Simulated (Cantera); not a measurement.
Input: 1 mol AlCl3, 7.5 mol O2, 290 mol H2, 18 mol N2, held at 820 Pa.

Method: chemical equilibrium by Gibbs-energy minimisation in Cantera with the NASA 1993 tables (ideal gas, pure condensed phases). Candidate condensed phases: Al, AlCl3, AlN, Al2O3, H2O, NH4Cl; 45 gas species. Kinetics and transport are ignored. All values below are at 1350 K.

Base state: H2 0.889, N2 0.0582, H2O 0.0436, HCl 0.00969, H 2.48e-5 (mole fractions); condensed: Al2O3(s).

What changes in the equilibrium state with this change: O2 from 7.5 to 0.65 mol?


| species | before | after |
|---|---|---|
| H2 | 0.889 | 0.932 |
| N2 | 0.0582 | 0.0581 |
| HCl | 0.00969 | 0.00932 |
| H2O | 0.0436 | 7.77e-7 |
| AlCl | <1e-9 | 0.000145 |
| AlCl3 | <1e-9 | 6.11e-5 |
| AlCl2 | <1e-9 | 2.46e-5 |
| H | 2.48e-5 | 2.54e-5 |
| Al2O3(s), mol | 0.500 | 0.433 |
| AlN(s), mol | 0 | 0.0621 |
Mutual solubility and eutectic melting of coexisting phases are not modelled. The tables' values for AlCl2 are old estimates; treat these amounts as uncertain.
